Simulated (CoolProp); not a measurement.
Properties of dimethyl ether along the isobar 207 bar (Tc = 400.4 K, pc = 53.37 bar, ω = 0.196).

Model: reference Helmholtz-energy equation of state, Wu 2011, in CoolProp.

```tsv
T (K)	phase	isothermal compressibility (1/MPa)	fugacity coefficient
304.7	liquid	0.002097	0.05210
324.7	liquid	0.002620	…
344.7	liquid	…	0.1187
364.8	liquid	0.004305	0.1637
384.8	liquid	0.005685	0.2149
404.8	supercritical	0.007675	0.2709
424.9	supercritical	0.01058	0.3304
444.9	supercritical	0.01467	0.3906
464.9	supercritical	0.02012	…
484.9	supercritical	0.02658	0.5067
505	supercritical	0.03308	0.5598
525	supercritical	0.03831	0.6079
```

Problem. Fill in the missing entries.

Solution. 
- 324.7, fugacity coefficient: 0.08138
- 344.7, isothermal compressibility (1/MPa): 0.003326
- 464.9, fugacity coefficient: 0.4500
